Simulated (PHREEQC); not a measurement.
0.041 g of hydrous ferric oxide (600 m²/g; 0.2 weak and 0.005 strong sites per Fe, Dzombak-Morel constants, diffuse double layer) in 1 kg of water with 0.1 mol/kgw of an inert sodium salt, at 25 °C; the pH is set by adding NaOH or the inert anion's acid. Oxygen alone is held at its pressure in air (log pO2 = -0.68). No CO2 enters from the air. Nothing may precipitate in this run.

Base run: PHREEQC, ion-association model, wateq4f.dat. Each further column changes one thing. The table gives surface charge σ (C/m²).

```json
[
 {"pH": "4", "base": "0.321", "background salt from 0.1 to 0.01 mol/kgw": "0.216", "oxide from 0.041 to 0.21 g/kgw": "0.321", "2e-05 mol/kgw NiCl2 added": "0.321"},
 {"pH": "4.75", "base": "0.244", "background salt from 0.1 to 0.01 mol/kgw": "0.135", "oxide from 0.041 to 0.21 g/kgw": "0.244", "2e-05 mol/kgw NiCl2 added": "0.244"},
 {"pH": "5.88", "base": "0.122", "background salt from 0.1 to 0.01 mol/kgw": "0.055", "oxide from 0.041 to 0.21 g/kgw": "0.122", "2e-05 mol/kgw NiCl2 added": "0.122"},
 {"pH": "6.62", "base": "0.066", "background salt from 0.1 to 0.01 mol/kgw": "0.027", "oxide from 0.041 to 0.21 g/kgw": "0.066", "2e-05 mol/kgw NiCl2 added": "0.068"},
 {"pH": "7.38", "base": "0.027", "background salt from 0.1 to 0.01 mol/kgw": "…", "oxide from 0.041 to 0.21 g/kgw": "0.027", "2e-05 mol/kgw NiCl2 added": "…"},
 {"pH": "8.12", "base": "0.000", "background salt from 0.1 to 0.01 mol/kgw": "0.000", "oxide from 0.041 to 0.21 g/kgw": "0.000", "2e-05 mol/kgw NiCl2 added": "…"},
 {"pH": "9.25", "base": "-0.046", "background salt from 0.1 to 0.01 mol/kgw": "-0.018", "oxide from 0.041 to 0.21 g/kgw": "-0.046", "2e-05 mol/kgw NiCl2 added": "-0.024"},
 {"pH": "10", "base": "-0.094", "background salt from 0.1 to 0.01 mol/kgw": "-0.040", "oxide from 0.041 to 0.21 g/kgw": "-0.094", "2e-05 mol/kgw NiCl2 added": "-0.060"}
]
```

Problem. Fill in the missing entries.

Solution. 
- 7.38, background salt from 0.1 to 0.01 mol/kgw: 0.010
- 7.38, 2e-05 mol/kgw NiCl2 added: 0.033
- 8.12, 2e-05 mol/kgw NiCl2 added: 0.013

 In at least one series the solution becomes supersaturated in solids that the run did not let form, among them Ni(OH)2.
